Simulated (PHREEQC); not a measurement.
## Brine: an equilibrium model

A solution holds 1.4 mol LiCl and 0.3 mol SrCl2 per kg of water, at 25 °C. Closed to the air; pH follows from the charge balance.

Computed with PHREEQC (Pitzer model, pitzer.dat).

No solid was allowed to form.

Q: Predict the activity of water, osmotic coefficient.

A: activity of water 0.929; osmotic coefficient 1.105.
